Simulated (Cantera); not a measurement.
A Cantera script and its output.

```python
import numpy as np
import cantera as ct

gas = ct.Solution("gri30.yaml")
gas.TPX = 1900, 12000, {'CH4': 1, 'H2O': 0.31}
reactor = ct.IdealGasConstPressureReactor(gas, energy="off", clone=False)
net = ct.ReactorNet([reactor])
net.rtol, net.atol = 1e-08, 1e-18
show = ['CH4', 'H2O', 'O', 'OH', 'CH2']
times = np.geomspace(6e-05, 10, 11)

steps = ct.SolutionArray(gas, extra=["t"])
rows = []
print(f"{'t/s':>10s}{'T/K':>9s}{'P/Pa':>11s}" + "".join(f"{s:>11s}" for s in show))
for t in times:
    while net.time < t:
        t_next = net.step()
        steps.append(gas.state, t=t_next)
    rows.append([np.interp(t, steps.t, y) for y in (steps.T, steps.P, *steps(*show).X.T)])
    print(f"{t:10.3e}{rows[-1][0]:9.1f}{rows[-1][1]:11.4g}" + "".join(f"{x:11.3e}" for x in rows[-1][2:]))
rate = np.gradient(steps.T, steps.t)
print("integrator steps:", len(steps.t))
if steps.T.max() > steps.T[0] + 200:
    print(f"time of steepest temperature rise: {steps.t[rate.argmax()]:.4e} s")
gas.TPX = 1900, 12000, {'CH4': 1, 'H2O': 0.31}
gas.equilibrate("TP")
print(f"equilibrium (TP): T = {gas.T:.1f} K  " + "  ".join(f"{s} {gas[s].X[0]:.3e}" for s in show))
```

Output:

```
       t/s      T/K       P/Pa        CH4        H2O          O         OH        CH2
 6.000e-05   1900.0    1.2e+04  7.548e-01  2.359e-01  1.870e-09  7.266e-06  1.916e-06
 1.997e-04   1900.0    1.2e+04  7.094e-01  2.319e-01  1.423e-08  2.126e-05  1.210e-05
 6.645e-04   1900.0    1.2e+04  4.181e-01  1.958e-01  2.556e-08  3.213e-05  1.982e-05
 2.212e-03   1900.0    1.2e+04  1.645e-01  1.542e-01  1.446e-08  2.620e-05  1.071e-05
 7.360e-03   1900.0    1.2e+04  5.403e-02  1.316e-01  1.376e-08  2.545e-05  6.246e-06
 2.449e-02   1900.0    1.2e+04  1.845e-02  1.059e-01  1.460e-08  2.350e-05  3.654e-06
 8.152e-02   1900.0    1.2e+04  1.142e-02  6.162e-02  9.567e-09  1.371e-05  2.301e-06
 2.713e-01   1900.0    1.2e+04  5.875e-03  1.592e-02  2.711e-09  3.472e-06  1.067e-06
 9.029e-01   1900.0    1.2e+04  1.440e-03  3.954e-04  7.001e-11  8.603e-08  2.478e-07
 3.005e+00   1900.0    1.2e+04  8.030e-04  8.994e-08  3.875e-14  1.969e-11  1.384e-07
 1.000e+01   1900.0    1.2e+04  8.029e-04  8.717e-08  3.826e-14  1.909e-11  1.384e-07
integrator steps: 1732
equilibrium (TP): T = 1900.0 K  CH4 8.030e-04  H2O 8.728e-08  O 3.829e-14  OH 1.911e-11  CH2 1.384e-07
```

Cantera simulation using GRI-Mech 3.0 (53 species, 325 reactions); the numbers are that mechanism's predictions, not measurements. GRI-Mech 3.0 stops at C3 and has no aromatics, soot or wall deposition, so with more carbon than oxygen in the feed, carbon stays in small species such as C2H2 where larger ones or solid carbon would form.
